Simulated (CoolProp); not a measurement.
Properties of methanol along the isobar 86.6 bar (Tc = 513.4 K, pc = 82.16 bar, ω = 0.565).

Values from CoolProp's reference Helmholtz-energy equation of state, de Reuck 1993.

```json
[
 {"T (K)": "453", "phase": "liquid", "Z": "0.1193", "isothermal compressibility (1/MPa)": "0.005255", "expansivity (1/kK)": "2.878", "viscosity (µPa s)": "114", "conductivity (mW/(m K))": "(withheld)"},
 {"T (K)": "465", "phase": "liquid", "Z": "0.1207", "isothermal compressibility (1/MPa)": "(withheld)", "expansivity (1/kK)": "3.430", "viscosity (µPa s)": "101", "conductivity (mW/(m K))": "172"},
 {"T (K)": "477", "phase": "liquid", "Z": "0.1231", "isothermal compressibility (1/MPa)": "0.009316", "expansivity (1/kK)": "4.269", "viscosity (µPa s)": "89.1", "conductivity (mW/(m K))": "170"},
 {"T (K)": "489", "phase": "liquid", "Z": "(withheld)", "isothermal compressibility (1/MPa)": "0.01426", "expansivity (1/kK)": "5.751", "viscosity (µPa s)": "77.5", "conductivity (mW/(m K))": "(withheld)"},
 {"T (K)": "501", "phase": "liquid", "Z": "0.1357", "isothermal compressibility (1/MPa)": "0.02838", "expansivity (1/kK)": "9.449", "viscosity (µPa s)": "(withheld)", "conductivity (mW/(m K))": "165"},
 {"T (K)": "513", "phase": "liquid", "Z": "(withheld)", "isothermal compressibility (1/MPa)": "0.1450", "expansivity (1/kK)": "32.24", "viscosity (µPa s)": "49.8", "conductivity (mW/(m K))": "161"},
 {"T (K)": "525.1", "phase": "supercritical", "Z": "(withheld)", "isothermal compressibility (1/MPa)": "0.3496", "expansivity (1/kK)": "25.97", "viscosity (µPa s)": "21.8", "conductivity (mW/(m K))": "88.5"},
 {"T (K)": "537.1", "phase": "supercritical", "Z": "0.5821", "isothermal compressibility (1/MPa)": "0.2380", "expansivity (1/kK)": "13.00", "viscosity (µPa s)": "20.3", "conductivity (mW/(m K))": "76.3"}
]
```

**Question.** Some entries are withheld; supply them.

**Answer.** 
- 453, conductivity (mW/(m K)): 174
- 465, isothermal compressibility (1/MPa): 0.006785
- 489, Z: 0.1274
- 489, conductivity (mW/(m K)): 167
- 501, viscosity (µPa s): 65.5
- 513, Z: 0.1608
- 525.1, Z: 0.4813

Viscosity comes from a separate model (Xiang 2006). Thermal conductivity comes from a separate model (Sykioti 2013).
